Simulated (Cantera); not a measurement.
Feed: 1 mol (CH3)2SiCl2, 0.67 mol CH4, 30 mol H2, held at 1.00 Torr.

Cantera equilibrium calculation (NASA polynomials, part measured and part estimated; ideal gas, pure solids and liquids). Candidate condensed phases: C, C6H6, C7H8, C8H18, Si, SiC; 109 gas species. The feed counts by its element totals alone. Gases not in the tables: Si2H6 and higher silanes. Kinetics and transport are ignored.

Task: What share of the Si ends up in condensed phases as a function of T (K), at 1248, 1348, 1448, 1548, 1648, 1748, 1848, 1948, 2048, 2148, 2248, 2348, 2448, 2548?

Result: 
```
T (K)  Si condensed (%)      as
-----  ----------------  ------
1248               99.9  SiC(s)
1348               99.9  SiC(s)
1448               99.8  SiC(s)
1548               99.7  SiC(s)
1648               99.5  SiC(s)
1748               99.2  SiC(s)
1848               98.4  SiC(s)
1948               95.4  SiC(s)
2048               82.3  SiC(s)
2148               28.0  SiC(s)
2248                0.0       -
2348                0.0       -
2448                0.0       -
2548                0.0       -
```
